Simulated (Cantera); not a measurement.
## Thermodynamics of silicon oxide and oxynitride deposition, feed SiCl₄ + N₂O

Charge: 1 mol SiCl₄, 0.23 mol N₂O, at 1350 K.

These are equilibrium values from Cantera (NASA tables, ideal gas, pure condensed phases), not measurements of a reactor. Candidate condensed phases: Si, SiO₂, Si₂N₂O, Si₃N₄; 23 gas species. The tables' values for SiCl₃ are old estimates; treat these amounts as uncertain. The tables hold silica as quartz up to 1696 K and as liquid above; real silica turns to tridymite and cristobalite and melts near 1996 K. Kinetics and transport are ignored.

From 5.00 Pa to 1.00 bar the condensed part is SiO₂(β-quartz). The main Si-bearing gas is SiCl₄ throughout.

| P (Pa) | x SiCl₄ | x Cl | x N₂ | x Cl₂ | x SiCl₃ | x SiCl₂ | x SiO | x NO | n SiO₂(β-quartz) |
|---|---|---|---|---|---|---|---|---|---|
| 5 | 0.564 | 0.276 | 0.147 | 0.0105 | 0.00223 | 4.38e-5 | 1.98e-6 | 2.03e-9 | 0.115 |
| 15 | 0.575 | 0.249 | 0.150 | 0.0256 | 0.000838 | 6.09e-6 | 1.58e-7 | 4.94e-9 | 0.115 |
| 45 | 0.590 | 0.204 | 0.154 | 0.0516 | 0.000350 | 1.03e-6 | 1.52e-8 | 9.97e-9 | 0.115 |
| 140 | 0.609 | 0.148 | 0.158 | 0.0844 | 0.000160 | 2.09e-7 | 1.72e-9 | 1.63e-8 | 0.115 |
| 410 | 0.625 | 0.0999 | 0.162 | 0.113 | 8.30e-5 | 5.50e-8 | 2.61e-10 | 2.17e-8 | 0.115 |
| 1200 | 0.637 | 0.0636 | 0.166 | 0.134 | 4.54e-5 | 1.61e-8 | 4.43e-11 | 2.58e-8 | 0.115 |
| 3700 | 0.645 | 0.0382 | 0.168 | 0.149 | 2.48e-5 | 4.77e-9 | 7.42e-12 | 2.87e-8 | 0.115 |
| 11000 | 0.650 | 0.0228 | 0.169 | 0.158 | 1.41e-5 | 1.52e-9 | 1.37e-12 | 3.04e-8 | 0.115 |
| 33000 | 0.654 | 0.0134 | 0.170 | 0.163 | 8.04e-6 | 4.93e-10 | <1e-12 | 3.15e-8 | 0.115 |
| 100000 | 0.655 | 0.00778 | 0.170 | 0.166 | 4.59e-6 | 1.60e-10 | <1e-12 | 3.21e-8 | 0.115 |
x: gas mole fraction; n: condensed amount in mol.
